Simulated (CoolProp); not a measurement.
Carbonyl sulfide along the isotherm 421.5 K: Z from the reference equation and from simpler models built on Tc = 378.8 K, pc = 6369 kPa, ω = 0.098; each cubic takes its own stable root.

Computed with CoolProp (reference Helmholtz-energy equation of state, Lemmon 2006). It is a short technical equation, of lower accuracy than the large ones.

```csv
p (kPa),phase,reference
101,gas,0.9962
148,gas,0.9944
217,gas,0.9918
318,gas,0.9879
467,gas,0.9822
686,gas,0.9738
1010,gas,0.9610
1480,gas,0.9422
2170,gas,0.9137
3180,gas,0.8699
4670,gas,0.7997
6860,supercritical,0.6818
10100,supercritical,0.4815
14800,supercritical,0.4194
21700,supercritical,0.5141
31800,supercritical,0.6754
```

Task: How far does each simpler model (van der Waals, Redlich-Kwong, Soave-Redlich-Kwong, Peng-Robinson) lie from the reference over these 16 states: mean and median of the absolute difference, and the worst?

Result: 
- van der Waals: mean 5.2 %, median 0.3 %, worst +28.5 % at 421.5 K and 31800 kPa
- Redlich-Kwong: mean 1.8 %, median 0.2 %, worst +10.0 % at 421.5 K and 14800 kPa
- Soave-Redlich-Kwong: mean 2.5 %, median 0.0 %, worst +13.4 % at 421.5 K and 14800 kPa
- Peng-Robinson: mean 1.2 %, median 0.7 %, worst +4.4 % at 421.5 K and 14800 kPa
